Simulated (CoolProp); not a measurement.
n-butane along the isotherm 258.85 °C: fugacity coefficient from the reference equation and from simpler models built on Tc = 152.0 °C, pc = 3.796 MPa, ω = 0.201; each cubic takes its own stable root.

Values from CoolProp's reference Helmholtz-energy equation of state, Bücker 2006.

```csv
p (MPa),phase,reference
0.923,gas,0.9635
1.85,gas,0.9274
2.77,gas,0.8923
3.69,gas,0.8579
4.62,supercritical,0.8241
5.54,supercritical,0.7917
6.46,supercritical,0.7605
7.38,supercritical,0.7309
8.31,supercritical,0.7028
9.23,supercritical,0.6771
10.2,supercritical,0.6524
11.1,supercritical,0.6318
12,supercritical,0.6133
```

Task: How far does each simpler model (van der Waals, Redlich-Kwong) lie from the reference over these 13 states: mean and median of the absolute difference, and the worst?

Result: 
- van der Waals: mean 4.4 %, median 4.6 %, worst -7.4 % at 258.85 °C and 11.1 MPa
- Redlich-Kwong: mean 2.9 %, median 3.3 %, worst -4.2 % at 258.85 °C and 11.1 MPa
